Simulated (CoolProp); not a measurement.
Computed with CoolProp (reference Helmholtz-energy equation of state, de Reuck 1993).

Task: Give the vapour pressure (bar), liquid density (kg/m³), vapour density (kg/m³), enthalpy of vaporisation (kJ/kg) of saturated methanol at 438.9 K.

Result: 
```json
[
 {"T (K)": "438.9", "p (bar)": "20.0", "liquid density (kg/m³)": "621", "vapour density (kg/m³)": "23.6", "enthalpy of vaporisation (kJ/kg)": "792"}
]
```
